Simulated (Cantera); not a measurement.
An adiabatic, constant-pressure homogeneous reactor starts with 3.58 % CH4, 18.4 % O2, 69.1 % N2, 8.95 % CO2, at 1600 K and 0.543 atm.

Computed with Cantera and GRI-Mech 3.0 (53 species, 325 reactions).

**Question.** Predict: time of steepest temperature rise; temperature at 0.500 s; equilibrium temperature; x(O2) at 0.500 s; x(CO2) at 0.500 s; x(N2O) at 0.500 s; x(OH) at 0.500 s.

**Answer.** 
| Property | Value |
|---|---|
| time of steepest temperature rise | 0.730 ms |
| temperature at 0.500 s | 2240 K |
| equilibrium temperature | 2238 K |
| x(O2) at 0.500 s | 0.108 (gas-phase equilibrium 0.107) |
| x(CO2) at 0.500 s | 0.121 (gas-phase equilibrium 0.121) |
| x(N2O) at 0.500 s | 3.49e-7 (gas-phase equilibrium 3.53e-7) |
| x(OH) at 0.500 s | 0.00475 (gas-phase equilibrium 0.00472) |
